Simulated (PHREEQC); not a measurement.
Solution (40 °C): 0.025 mol HCl, 0.00032 mol NaCl and 0.0018 mol CuCl2 per kg of water. It is in equilibrium with CO2 at log p = -2 (atm). Otherwise closed; pH follows from the charge balance.

Equilibrium calculation in PHREEQC: ion-association model, phreeqc.dat.

Each row changes one thing in this solution. Precipitation was switched off in this run.

```tsv
case	pH	HCO3- (mol/kgw)
as made	1.66	6.44e-9
CuCl2 left out	1.66	6.32e-9
0.0081 mol/kgw Ca(OH)2 added	2.12	1.88e-8
0.00082 mol/kgw KCl added	1.66	6.46e-9
NaCl left out	1.66	6.44e-9
CuCl2 from 0.0018 to 0.0036 mol/kgw	1.67	6.55e-9
NaCl from 0.00032 to 0.00048 mol/kgw	1.66	6.45e-9
HCl from 0.025 to 0.0225 mol/kgw	1.71	7.10e-9
```

Away from 25 °C the constants follow the database's enthalpies or fits; those with neither stay at their 25 °C values.
